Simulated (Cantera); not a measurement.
Cantera run:

```python
import numpy as np
import cantera as ct

gas_names = """
    H H2 Ti
""".split()
cond_names = """
    Ti(a) Ti(b) Ti(L)
""".split()


# ... load() reads the species with a 1 bar reference pressure and builds the phases ...
atoms = {
    'Ti': {'Ti': 1},
    'H2': {'H': 2},
}
top_T = {}  # K; cautious upper limits of use, not melting points


# ... equilibrate(T, P, feed) seeds the gas with the atoms and calls Mixture.equilibrate('TP', solver="vcs", rtol=1e-11, max_steps=5000) ...
results = []
feed = {'Ti': 1, 'H2': 140}  # mol
P = 200  # Pa
for T in [1123, 1173, 1223, 1273, 1323, 1373, 1423, 1473, 1523, 1573, 1623, 1673, 1723, 1773]:
    mix = equilibrate(T, P, feed)
    results.append((T, P, feed, dict(zip(mix.species_names, mix.species_moles))))

top = {s: max(r[3][s] / sum(r[3][g] for g in gas_names) for r in results) for s in gas_names}
cols = sorted((s for s in top if top[s] > 0.001), key=lambda s: -top[s])[:7]
seen = [c for c in cond_names if any(r[3].get(c, 0) > 1e-12 for r in results)]
print("log10 of partial pressures in bar; condensed amounts in mol")
print(f"{'T/K':>10s}" + "".join(f"{s[:9]:>10s}" for s in cols + seen))
for T, P, feed, n in results:
    ng = sum(n[g] for g in gas_names)
    print(f"{T:10.4g}" + "".join(f"{np.log10(max(n[s] / ng * P / 1e5, 1e-99)):10.3f}" for s in cols)
          + "".join(f"{n.get(c, 0):10.4g}" for c in seen))
```

It prints:

```
log10 of partial pressures in bar; condensed amounts in mol
       T/K        H2         H     Ti(a)     Ti(b)
      1123    -2.699    -8.720         1         0
      1173    -2.699    -8.278         0         1
      1223    -2.699    -7.871         0         1
      1273    -2.699    -7.496         0         1
      1323    -2.699    -7.149         0         1
      1373    -2.699    -6.827         0         1
      1423    -2.699    -6.527         0         1
      1473    -2.699    -6.247         0         1
      1523    -2.699    -5.986         0    0.9999
      1573    -2.699    -5.741         0    0.9996
      1623    -2.700    -5.510         0    0.9988
      1673    -2.700    -5.294         0    0.9966
      1723    -2.701    -5.089         0    0.9912
      1773    -2.702    -4.897         0    0.9784
```

Equilibrium computed with Cantera from the NASA thermochemical tables; the gas is ideal and each condensed phase is pure.
